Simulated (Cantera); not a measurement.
A perfectly stirred reactor is fed with 1.18 % CH2O, 0.305 % O2, 98.5 % N2, equivalence ratio 3.9, at 1.00 bar; it is held at 1300 K, and followed from long to short residence time.

Computed with Cantera and GRI-Mech 3.0 (53 species, 325 reactions).

x: mole fraction; the columns are a selection and need not sum to one.

```csv
τ (s),x CH2O,x O2,x H2O,x CH2,x C2H4,x CH4
3.6,2.73e-7,3.63e-6,0.00369,2.03e-11,2.00e-12,5.73e-8
1.5,(withheld),(withheld),0.00371,4.80e-11,2.96e-12,(withheld)
0.59,7.49e-7,9.96e-6,0.00375,1.07e-10,4.61e-12,1.24e-7
0.24,1.29e-6,1.71e-5,0.00381,2.07e-10,7.17e-12,1.79e-7
0.096,2.35e-6,3.11e-5,0.00391,3.77e-10,1.13e-11,2.67e-7
0.039,4.54e-6,5.94e-5,0.00406,6.57e-10,1.84e-11,4.04e-7
0.016,(withheld),(withheld),0.00423,(withheld),3.24e-11,(withheld)
0.0063,2.33e-5,0.000280,0.00430,2.03e-9,6.21e-11,8.07e-7
0.0026,7.13e-5,0.000689,0.00391,3.46e-9,1.09e-10,9.55e-7
0.0010,0.00408,0.00232,0.00122,3.16e-10,<1e-12,5.85e-8
```

**Question.** What belongs in the gaps?

**Answer.** 
- 1.5, x CH2O: 4.40e-7
- 1.5, x O2: 5.86e-6
- 1.5, x CH4: 8.43e-8
- 0.016, x CH2O: 9.47e-6
- 0.016, x O2: 0.000121
- 0.016, x CH2: 1.13e-9
- 0.016, x CH4: 5.92e-7
